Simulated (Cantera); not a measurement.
Charge: 1 mol Si₃N₄, 0.12 mol CO₂, 40 mol N₂, equilibrated at 1798.15 K and 0.000300 bar.

Method: chemical equilibrium by Gibbs-energy minimisation in Cantera with the NASA 1993 tables (ideal gas, pure condensed phases). Candidate condensed phases: C, Si, SiC, SiO₂, Si₂N₂O, Si₃N₄; 34 gas species. Mutual solubility and eutectic melting of coexisting phases are not modelled. The tables' values for SiN are old estimates; treat these amounts as uncertain. Kinetics and transport are ignored.

Base state: N₂ 0.984, Si 0.0103, SiO 0.00510, CO 0.000526, Si₂N 0.000127, Si₂C 0.000108, SiN 7.88e-5, Si₂ 6.19e-5 (mole fractions); condensed: Si(l) + SiC(s).

Question: What changes in the equilibrium state with this change: pressure from 0.000300 bar to 0.100 bar?

Answer: 
| species | before | after |
|---|---|---|
| N₂ | 0.984 | 0.996 |
| CO | 0.000526 | 0.00298 |
| SiO | 0.00510 | 0.00140 |
| Si | 0.0103 | 6.01e-6 |
| Si₃ | 1.48e-5 | <1e-9 |
| Si₂ | 6.19e-5 | 7.03e-9 |
| Si(l), mol | 2.22 | 0 |
| SiC(s), mol | 0.0929 | 0 |
| Si₂N₂O(s), mol | 0 | 0.0635 |
| Si₃N₄(s), mol | 0 | 0.939 |

Question: What changes in the equilibrium state with this change: temperature from 1798.15 K to 1975 K?

Answer: 
```json
[
 {"species": "N₂", "before": "0.984", "after": "0.933"},
 {"species": "Si", "before": "0.0103", "after": "0.0600"},
 {"species": "SiO", "before": "0.00510", "after": "0.00351"},
 {"species": "Si₂C", "before": "0.000108", "after": "0.000835"},
 {"species": "Si₂", "before": "6.19e-5", "after": "0.000326"},
 {"species": "Si(l), mol", "before": "2.22", "after": "0"},
 {"species": "SiC(s), mol", "before": "0.0929", "after": "0"}
]
```

Question: What changes in the equilibrium state with this change: CO₂ from 0.12 to 0.032 mol?

Answer: 
```
species        before     after
-----------  --------  --------
N₂              0.984     0.988
Si             0.0103    0.0103
SiO           0.00510   0.00136
CO           0.000526  0.000141
SiN           7.88e-5   7.90e-5
Si₂N         0.000127  0.000127
Si₃           1.48e-5   1.48e-5
Si₂C         0.000108  0.000108
Si₂           6.19e-5   6.19e-5
Si(l), mol       2.22      2.45
SiC(s), mol    0.0929    0.0214
```
